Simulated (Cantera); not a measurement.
Charge: 1 mol SiH4, 0.91 mol N2O, 32 mol N2, equilibrated at 1300 °C and 12.0 mbar.

These are equilibrium values from Cantera (NASA tables, ideal gas, pure condensed phases), not measurements of a reactor. Candidate condensed phases: H2O, Si, SiO2, Si2N2O, Si3N4; 35 gas species. Mutual solubility and eutectic melting of coexisting phases are not modelled. The tables hold silica as quartz up to 1696 K and as liquid above; real silica turns to tridymite and cristobalite and melts near 1996 K. Rates play no part.

Base state: N2 0.937, H2 0.0574, SiO 0.00535, H 8.91e-5, H2O 1.15e-5 (mole fractions); condensed: SiO2(β-quartz) + Si2N2O(s).

Problem. What changes in the equilibrium state with this change: SiH4 replaced by TEOS?

Solution. 
| species | before | after |
|---|---|---|
| N2 | 0.937 | 0.688 |
| H2 | 0.0574 | 0.209 |
| CO | 0 | 0.102 |
| SiO | 0.00535 | 0.000269 |
| HCN | 0 | 0.000655 |
| HNC | 0 | 1.39e-5 |
| H2O | 1.15e-5 | 2.66e-7 |
| SiO2(β-quartz), mol | 0.211 | 0 |
| Si2N2O(s), mol | 0.301 | 0 |
| C(graphite), mol | 0 | 2.08 |
| SiC(s), mol | 0 | 0.987 |
The feed counts by its element totals alone. Further candidate phases: C, C6H6, C7H8, C8H18, SiC.

Problem. What changes in the equilibrium state with this change: temperature from 1300 °C to 1577 °C?

Solution. 
```
species               before     after
-------------------  -------  --------
N2                     0.937     0.918
H2                    0.0574    0.0552
SiO                  0.00535    0.0254
Si                   5.59e-9  0.000537
Si2N                   <1e-9   3.30e-5
SiO2(β-quartz), mol    0.211         0
Si2N2O(s), mol         0.301         0
Si(l), mol                 0    0.0667
```
The tables' values for SiN are old estimates; treat these amounts as uncertain.
